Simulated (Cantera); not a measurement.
Feed: 1 mol CHF₃, 0.31 mol H₂, equilibrated at 3450 K and 42.8 Torr.

These are equilibrium values from Cantera (NASA tables, ideal gas, pure condensed phases), not measurements of a reactor. Candidate condensed phases: C, C₆H₆, C₇H₈, C₈H₁₈; 95 gas species. Rates play no part.

### Question
What is the equilibrium state?

### Answer
- x(HF) = 0.395
- x(F) = 0.392
- x(H) = 0.0617
- x(C₃) = 0.0572
- x(CF) = 0.0555
- x(C) = 0.0201
- x(C₂) = 0.0116
- x(CF₂) = 0.00418
- x(C₂H) = 0.00107
- gas amount = 3.528 mol
- log10 activity of C(graphite) (absent) = -0.26
